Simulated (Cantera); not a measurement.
A perfectly stirred reactor is fed with CH4 : CO : O2 : N2 = 1 : 0.17 : 1.74 : 6.53 (molar parts), equivalence ratio 1.2, at 7350 Torr; it is adiabatic with a 525 K inlet, and is followed from long to short residence time, starting on the burning branch (τ in s: 0.068, 0.034, 0.017, 0.0086, 0.0043, 0.0021, 0.0011, 0.00054, 0.00027, 0.00013, 6.7e-05).

Detailed kinetics in Cantera: GRI-Mech 3.0 (53 species, 325 reactions).

Question: What does this change do: pressure from 7350 Torr to 413 Torr?

Answer: 
| quantity | before | after |
|---|---|---|
| blow-out, bracketed by the residence times tried | burning at 67.0 µs, the shortest tried | burning at 0.130 ms, out at 67.0 µs |
| x(CH4) at τ = 68.0 ms | 7.97e-6 | 7.22e-6 |
| x(CO) at τ = 68.0 ms | 0.0492 | 0.0507 |
| x(O2) at τ = 68.0 ms | 6.85e-5 | 0.00121 |
| x(N2O) at τ = 68.0 ms | 3.72e-8 | 3.13e-8 |
| x(OH) at τ = 68.0 ms | 0.000767 | 0.00375 |
| x(CH4) at τ = 2.10 ms | 7.89e-5 | 7.78e-5 |
| x(CO) at τ = 2.10 ms | 0.0497 | 0.0548 |
| x(O2) at τ = 2.10 ms | 0.000565 | 0.00601 |
| x(N2O) at τ = 2.10 ms | 9.14e-8 | 3.04e-8 |
| x(OH) at τ = 2.10 ms | 0.00142 | 0.00747 |

Question: What does this change do: inlet temperature 525 to 800 K?

Answer: 
| quantity | before | after |
|---|---|---|
| blow-out, bracketed by the residence times tried | burning at 67.0 µs, the shortest tried | burning at 67.0 µs, the shortest tried |
| x(CH4) at τ = 68.0 ms | 7.97e-6 | 1.25e-6 |
| x(CO) at τ = 68.0 ms | 0.0492 | 0.0512 |
| x(O2) at τ = 68.0 ms | 6.85e-5 | 0.000307 |
| x(N2O) at τ = 68.0 ms | 3.72e-8 | 1.31e-7 |
| x(OH) at τ = 68.0 ms | 0.000767 | 0.00224 |
| x(CH4) at τ = 2.10 ms | 7.89e-5 | 2.61e-5 |
| x(CO) at τ = 2.10 ms | 0.0497 | 0.0517 |
| x(O2) at τ = 2.10 ms | 0.000565 | 0.000725 |
| x(N2O) at τ = 2.10 ms | 9.14e-8 | 1.69e-7 |
| x(OH) at τ = 2.10 ms | 0.00142 | 0.00288 |
